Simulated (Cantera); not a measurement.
A diamond (100) surface in a fixed gas of H2 with x(CH4) = 0.0052, x(H) = 0.013, x(CH3) = 0.00062, 37.5 Torr; coverages are run to steady state.

Detailed kinetics in Cantera: the Harris–Goodwin 1993 mechanism for the reconstructed diamond (100) surface.

θ: site fractions in the mechanism's names (c6HH fully hydrogenated, c6H* and c6*H radical sites, c6** diradical, c6HM methylated).

| T (K) | growth (µm/h) | θ c6HH | θ c6H* | θ c6*H | θ c6** | θ c6HM |
|---|---|---|---|---|---|---|
| 925 | (withheld) | 0.639 | 0.0118 | 0.301 | 0.00518 | 0.0343 |
| 1000 | (withheld) | 0.577 | 0.0178 | 0.362 | 0.00935 | 0.0247 |
| 1075 | 20.2 | 0.519 | 0.0248 | 0.416 | 0.0154 | 0.0173 |
| 1150 | 20.8 | 0.466 | 0.0327 | 0.461 | 0.0234 | 0.0103 |
| 1225 | (withheld) | 0.420 | 0.0409 | 0.498 | 0.0335 | 0.00433 |
| 1300 | (withheld) | 0.378 | 0.0492 | 0.524 | 0.0452 | 0.00133 |
| 1375 | (withheld) | 0.341 | 0.0572 | 0.541 | 0.0584 | 0.000365 |

### Question
Complete the blanks.

### Answer

- 925, growth (µm/h): 10.7
- 1000, growth (µm/h): 15.6
- 1225, growth (µm/h): 15.4
- 1300, growth (µm/h): 10.2
- 1375, growth (µm/h): 8.55
